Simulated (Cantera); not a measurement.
Standard-state values (1 bar) from the NASA 1993 polynomials, evaluated with Cantera. Values are per mole of reaction as written; species without (g) are pure solids or liquids, kept so even where they would boil at 1 bar.

Q: Between 1448 and 2648 K, where is each reaction favourable under standard conditions?
- NiS2 + 2 H2(g) = Ni + 2 H2S(g)

A: 
- NiS2 + 2 H2(g) = Ni + 2 H2S(g): ΔG° is -26 kJ at 1448 K and -49 kJ at 2648 K; it stays negative (K > 1). ΔH° is 0 kJ and ΔS° 19 J/K at 2648 K.
